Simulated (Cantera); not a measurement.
What does this Cantera script print?

```python
import numpy as np
import cantera as ct

gas = ct.Solution("h2o2.yaml")
gas.TPX = 348, 101325, {'H2': 1, 'O2': 0.649, 'N2': 2.44}
flame = ct.FreeFlame(gas, width=0.04)
flame.set_refine_criteria(ratio=3, slope=0.08, curve=0.16)
flame.transport_model = "mixture-averaged"
flame.solve(loglevel=0, auto=True)
z, T = flame.grid, flame.T
thick = (T[-1] - T[0]) / np.gradient(T, z).max()
show = ['H2', 'O2', 'H', 'O', 'H2O2', 'HO2']
print(f"laminar burning velocity  {flame.velocity[0] * 100:.3f} cm/s")
print(f"burnt temperature         {T[-1]:.1f} K")
print(f"thermal thickness         {thick * 1e3:.4f} mm")
print(f"grid points               {len(z)}")
z0 = z[flame.heat_release_rate.argmax()]
print(f"{'z/mm':>9s}{'T/K':>9s}{'u/(m/s)':>9s}" + "".join(f"{s:>11s}" for s in show))
rows = []
for k in (-3, -2, -1.5, -1, -0.5, -0.25, 0, 0.25, 0.5, 1, 2, 4, 8):
    zz = z0 + k * thick
    rows.append([k * thick, np.interp(zz, z, T), np.interp(zz, z, flame.velocity),
                 *(np.interp(zz, z, flame.X[gas.species_index(s)]) for s in show)])
    print(f"{rows[-1][0] * 1e3:9.3f}{rows[-1][1]:9.1f}{rows[-1][2]:9.3f}" + "".join(f"{x:11.3e}" for x in rows[-1][3:]))
```

Result:

```
laminar burning velocity  201.103 cm/s
burnt temperature         2145.0 K
thermal thickness         0.3496 mm
grid points               112
     z/mm      T/K  u/(m/s)         H2         O2          H          O       H2O2        HO2
   -1.049    348.0    2.011  2.446e-01  1.587e-01  4.235e-16  2.562e-12  2.186e-12  1.362e-11
   -0.699    348.0    2.011  2.445e-01  1.587e-01  1.491e-14  8.494e-11  1.234e-10  7.483e-10
   -0.524    348.1    2.010  2.442e-01  1.588e-01  5.854e-13  1.355e-09  3.775e-09  2.246e-08
   -0.350    348.7    2.010  2.424e-01  1.592e-01  8.138e-11  1.891e-08  9.681e-08  5.657e-07
   -0.175    385.8    2.177  2.238e-01  1.623e-01  2.555e-06  1.929e-06  2.105e-05  1.314e-04
   -0.087    675.2    3.672  1.774e-01  1.569e-01  1.708e-03  1.607e-04  8.335e-05  3.407e-04
    0.000   1104.1    5.848  1.079e-01  1.263e-01  1.246e-02  2.581e-03  1.713e-05  1.344e-04
    0.087   1406.5    7.389  4.991e-02  8.291e-02  2.252e-02  7.453e-03  5.175e-06  6.918e-05
    0.175   1575.2    8.245  2.663e-02  6.089e-02  2.273e-02  9.547e-03  2.858e-06  4.305e-05
    0.350   1742.8    9.061  1.818e-02  5.137e-02  1.596e-02  8.644e-03  1.366e-06  2.756e-05
    0.699   1890.9    9.752  1.376e-02  4.761e-02  8.679e-03  6.039e-03  7.001e-07  1.743e-05
    1.398   2006.9   10.275  8.818e-03  4.513e-02  3.793e-03  3.552e-03  4.151e-07  9.985e-06
    2.797   2083.6   10.612  4.669e-03  4.387e-02  1.328e-03  1.784e-03  2.691e-07  5.394e-06
```

Model: the H2/O2 subset of GRI-Mech 3.0, which has no nitrogen chemistry, integrated in Cantera. Burning velocities carry a grid error of a few per cent, more on coarse grids.
